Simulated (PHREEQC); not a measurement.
Make-up at 70 °C: 0.00011 mol Al2(SO4)3 and 0.13 mol MgSO4 per kg of water. It is in equilibrium with CO2 at log p = -1 (atm). Otherwise closed; pH follows from the charge balance.

The numbers come from PHREEQC with the ion-association model, phreeqc.dat.

This is a speciation only: nothing precipitates in the calculation.

### Question
Predict the pH, density, ionic strength.

### Answer
pH 4.55; density 0.993 g/cm³; ionic strength 0.156 mol/kgw.

### Question
In which forms is C present?

### Answer
CO2 97 %, HCO3- 2.4 %, MgHCO3+ 0.5 % of the C.

Examples of supersaturated solids here: Gibbsite (slow to form). Others may be too. Complexes and solids missing from the database can't appear. Away from 25 °C the constants follow the database's enthalpies or fits; those with neither stay at their 25 °C values.
